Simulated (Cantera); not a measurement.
Cantera run:

```python
import numpy as np
import cantera as ct

gas_names = """
    CL CL2 H HCL H2 N NH NH2 NH3 N2 N2H2 N2H4 Si SiCL SiCL2 SiCL3 SiCL4 SiH SiHCL3 SiH2 SiH2CL2 SiH3
    SiH3CL SiH4 SiN Si2 Si2N Si3
""".split()
cond_names = """
    NH4CL(a) NH4CL(b) Si(cr) Si(L) Si3N4(a)
""".split()


# ... load() reads the species with a 1 bar reference pressure and builds the phases ...
atoms = {
    'SiH2Cl2': {'Si': 1, 'H': 2, 'CL': 2},
    'N2': {'N': 2},
}
top_T = {'Si3N4(a)': 2400}  # K; cautious upper limits of use, not melting points


# ... equilibrate(T, P, feed) seeds the gas with the atoms and calls Mixture.equilibrate('TP', solver="vcs", rtol=1e-11, max_steps=5000) ...
results = []
feed = {'SiH2Cl2': 1, 'N2': 36}  # mol
T = 1298.15  # K
P = 7000  # Pa
mix = equilibrate(T, P, feed)
results.append((T, P, feed, dict(zip(mix.species_names, mix.species_moles))))
x = sorted(zip(gas.X, gas.species_names), reverse=True)
print(f"T = {T:g} K  P = {P:g} Pa  gas = {mix.phase_moles(0):.4g} mol")
print("   x: " + "  ".join(f"{s} {v:.3e}" for v, s in x if v > 0.001))
print("   condensed (mol): " + ("  ".join(f"{mix.phase(i).name} {mix.phase_moles(i):.4g}"
      for i in range(1, mix.n_phases) if mix.phase_moles(i) > 1e-12) or "none"))
```

It prints:

```
T = 1298.15 K  P = 7000 Pa  gas = 37.3 mol
   x: N2 9.496e-01  HCL 4.011e-02  H2 6.741e-03  SiCL4 2.984e-03
   condensed (mol): Si3N4(a) 0.2888
```

These are equilibrium values from Cantera (NASA tables, ideal gas, pure condensed phases), not measurements of a reactor. N2 is the only nitrogen source here; it is nearly inert below about 1500 K, so the nitride shown seldom forms there in practice. The tables' values for SiCl3 are old estimates; treat these amounts as uncertain.
